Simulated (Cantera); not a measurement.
**Thermodynamics of fluorocarbon and chlorocarbon gases, feed C2F6 + F2**

Input: 1 mol C2F6, 0.6 mol F2, held at 1.00 bar.

Method: chemical equilibrium by Gibbs-energy minimisation in Cantera with the NASA 1993 tables (ideal gas, pure condensed phases). Candidate condensed phases: C; 13 gas species. The feed counts by its element totals alone. The tables' values for C2F4 are old estimates; treat these amounts as uncertain. Gases not in the tables: C2F6 and larger saturated fluorocarbons. The numbers say what is thermodynamically allowed, not how fast it happens.

```tsv
T (K)	x CF4	x CF2	x F	x CF3	x CF	n C(graphite)
1923	0.992	0.00572	0.000526	0.00168	1.64e-6	0.194
1998	0.985	0.0109	0.00110	0.00283	5.07e-6	0.189
2073	0.974	0.0197	0.00220	0.00458	1.44e-5	0.181
2148	0.955	0.0340	0.00415	0.00711	3.80e-5	0.167
2223	0.926	0.0562	0.00751	0.0106	9.33e-5	0.146
2298	0.883	0.0889	0.0130	0.0152	0.000215	0.114
2373	0.822	0.135	0.0216	0.0208	0.000466	0.0665
2448	0.742	0.195	0.0344	0.0273	0.000953	0
2523	0.702	0.202	0.0638	0.0307	0.00114	0
2598	0.640	0.214	0.110	0.0340	0.00144	0
2673	0.552	0.232	0.177	0.0368	0.00192	0
```
x: gas mole fraction; n: condensed amount in mol.

From 1923 K to 2373 K the condensed part is C(graphite). From 2448 K to 2673 K nothing is condensed. The main C-bearing gas is CF4 throughout.
